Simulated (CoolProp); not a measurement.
Saturation properties of fluoroethane (R161).

Computed with CoolProp (reference Helmholtz-energy equation of state, Wu 2012).

```
T (K)  p (kPa)  vapour Z  surface tension (mN/m)
-----  -------  --------  ----------------------
260.1    277.3    0.9293                    14.5
266.6    349.9    0.9166                    13.6
273.1    436.1    0.9025                    12.7
279.6    537.4    0.8870                    11.8
286.1    655.6    0.8702                    10.9
292.5    789.8    0.8521                    10.0
299      946.1    0.8322                    9.17
305.5     1124    0.8107                    8.31
312       1326    0.7874                    7.45
318.5     1553    0.7622                    6.61
```

It boils at 235.6 K under 1 atm.

Surface tension comes from a separate correlation (Mulero 2012).
